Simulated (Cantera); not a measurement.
Input: 1 mol Zr, 0.065 mol H₂O, held at 46.5 Torr.

Equilibrium computed with Cantera from the NASA thermochemical tables; the gas is ideal and each condensed phase is pure. Candidate condensed phases: H₂O, Zr, ZrO₂; 12 gas species. Mutual solubility and eutectic melting of coexisting phases are not modelled. Condensed phases not in the tables: N, O or C dissolved in the metal. Kinetics and transport are ignored. All values below are at 1450 K.

Base state: H₂ 1.000, H 3.80e-5 (mole fractions); condensed: Zr(β) + ZrO₂(monoclinic).

What changes in the equilibrium state with this change: pressure from 46.5 Torr to 0.00285 Torr?


```csv
species,before,after
H₂,1.000,0.995
H,3.80e-5,0.00484
"Zr(β), mol",0.968,0.968
"ZrO₂(monoclinic), mol",0.0325,0.0325
```
